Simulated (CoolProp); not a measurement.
Vapour-liquid equilibrium of acetone (1) + n-dodecane (2) at 92.1 kPa; x and y are mole fractions of (1).

The numbers come from the multi-fluid Helmholtz-energy mixture model, Lemmon 2006 and Lemmon 2004; pair parameters Bell 2016 in CoolProp.

```json
[
 {"x": "0.05", "bubble temperature (K)": "438.1", "y at the bubble point": "0.732", "dew temperature at overall composition x (K)": "483.3", "liquid density (mol/L)": "3.891"},
 {"x": "0.2", "bubble temperature (K)": "[?]", "y at the bubble point": "0.989", "dew temperature at overall composition x (K)": "[?]", "liquid density (mol/L)": "4.807"},
 {"x": "0.35", "bubble temperature (K)": "340.1", "y at the bubble point": "0.997", "dew temperature at overall composition x (K)": "468.3", "liquid density (mol/L)": "5.616"},
 {"x": "0.5", "bubble temperature (K)": "334.0", "y at the bubble point": "0.998", "dew temperature at overall composition x (K)": "458.7", "liquid density (mol/L)": "6.540"},
 {"x": "0.65", "bubble temperature (K)": "332.4", "y at the bubble point": "0.998", "dew temperature at overall composition x (K)": "446.6", "liquid density (mol/L)": "7.719"},
 {"x": "0.8", "bubble temperature (K)": "330.9", "y at the bubble point": "0.999", "dew temperature at overall composition x (K)": "429.2", "liquid density (mol/L)": "9.356"},
 {"x": "0.95", "bubble temperature (K)": "327.9", "y at the bubble point": "1.000", "dew temperature at overall composition x (K)": "[?]", "liquid density (mol/L)": "11.83"}
]
```

Problem. Some entries are withheld; supply them.

Solution. 
- 0.2, bubble temperature (K): 361.6
- 0.2, dew temperature at overall composition x (K): 476.3
- 0.95, dew temperature at overall composition x (K): 392.9

No azeotrope shows between x = 0.05 and 0.95.

Pair parameters are fitted to limited data, so mixtures are less certain than the pure fluids. The gap from Raoult's law changes sign with composition, which may be real or a fault of the pair parameters; it wasn't checked against measurements. With so large a gap from Raoult's law the liquid may split in two, which this calculation doesn't test in full.
